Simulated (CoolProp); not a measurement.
Computed with CoolProp (reference Helmholtz-energy equation of state, Zhou 2012).

### Question
For o-xylene, give the phase and the Z, speed of sound (m/s), Joule-Thomson coefficient (K/MPa), viscosity (µPa s) at 332.4 K and 0.374 MPa; 332.4 K and 0.623 MPa; 332.4 K and 1.49 MPa.

### Answer
- 332.4 K and 0.374 MPa: liquid; Z 0.0170, speed of sound 1220, Joule-Thomson coefficient -0.418, viscosity 505
- 332.4 K and 0.623 MPa: liquid; Z 0.0282, speed of sound 1220, Joule-Thomson coefficient -0.418, viscosity 506
- 332.4 K and 1.49 MPa: liquid; Z 0.0675, speed of sound 1220, Joule-Thomson coefficient -0.419, viscosity 510

Viscosity comes from a separate model (Cao 2016).
